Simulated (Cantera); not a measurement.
An isothermal, constant-pressure homogeneous reactor starts with 9.45 % H2, 78.7 % O2, 11.8 % N2, at 950 K and 1.80 Torr.

Cantera simulation using the H2/O2 subset of GRI-Mech 3.0, which has no nitrogen chemistry; the numbers are that mechanism's predictions, not measurements. Radical loss at walls, strong at low pressure, is not modelled. The temperature is held fixed by assumption; the heat of reaction is taken as removed at once.

x: mole fraction; the columns are a selection and need not sum to one.

| t (s) | x H2 | x O2 | x OH | x H2O2 | x O | x H |
|---|---|---|---|---|---|---|
| 5.00e-5 | 0.0945 | 0.787 | <1e-12 | <1e-12 | <1e-12 | 1.51e-12 |
| 0.000149 | 0.0945 | 0.787 | <1e-12 | <1e-12 | <1e-12 | 4.36e-12 |
| 0.000442 | 0.0945 | 0.787 | 1.50e-12 | <1e-12 | 2.01e-12 | 1.24e-11 |
| 0.00131 | 0.0945 | 0.787 | 8.32e-12 | <1e-12 | 1.55e-11 | 3.83e-11 |
| 0.00390 | 0.0945 | 0.787 | 6.27e-11 | <1e-12 | 1.54e-10 | 2.20e-10 |
| 0.0116 | 0.0945 | 0.787 | 4.34e-9 | <1e-12 | 1.13e-8 | 1.44e-8 |
| 0.0345 | 0.0888 | 0.784 | 0.000631 | 4.58e-9 | 0.00174 | 0.00243 |
| 0.102 | 0.00235 | 0.743 | 0.00186 | 1.67e-8 | 0.0277 | 0.0268 |
| 0.305 | 0.00120 | 0.761 | 0.00132 | 2.20e-8 | 0.0135 | 0.00903 |
| 0.905 | 0.000225 | 0.774 | 0.000548 | 2.77e-8 | 0.00252 | 0.000689 |
| 2.69 | ___ | 0.777 | ___ | ___ | ___ | ___ |
| 8.00 | 2.15e-6 | 0.777 | 5.42e-5 | 1.06e-8 | 2.55e-5 | 6.87e-7 |

Question: Complete the blanks.

Answer: 
- 2.69, x H2: 2.08e-5
- 2.69, x OH: 0.000164
- 2.69, x H2O2: 2.17e-8
- 2.69, x O: 0.000236
- 2.69, x H: 1.93e-5
